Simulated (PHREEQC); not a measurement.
A solution holds 0.17 mol/kgw Pb(NO3)2 and 0.00043 mol/kgw HCl, at 25 °C. Closed to the air; pH follows from the charge balance.

Equilibrium calculation in PHREEQC: ion-association model, phreeqc.dat.

No solid was allowed to form.

### Question
Predict the pH.

### Answer
pH 3.46.

### Question
In which forms is Pb present?

### Answer
Pb+2 51 %, PbNO3+ 49 % of the Pb.
